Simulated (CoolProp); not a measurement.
The numbers come from the reference Helmholtz-energy equation of state, Thol 2016 in CoolProp.

Problem. For R1234ze(E), give the phase and the isothermal compressibility (1/MPa), conductivity (mW/(m K)) at 145.65 °C and 10.7 bar; 145.65 °C and 64.3 bar; 145.65 °C and 96.4 bar.

Solution. 
- 145.65 °C and 10.7 bar: gas; isothermal compressibility 1.02, conductivity 24.3
- 145.65 °C and 64.3 bar: supercritical; isothermal compressibility 0.270, conductivity 45.7
- 145.65 °C and 96.4 bar: supercritical; isothermal compressibility 0.0509, conductivity 52.8

Thermal conductivity comes from a separate model (Perkins 2011).
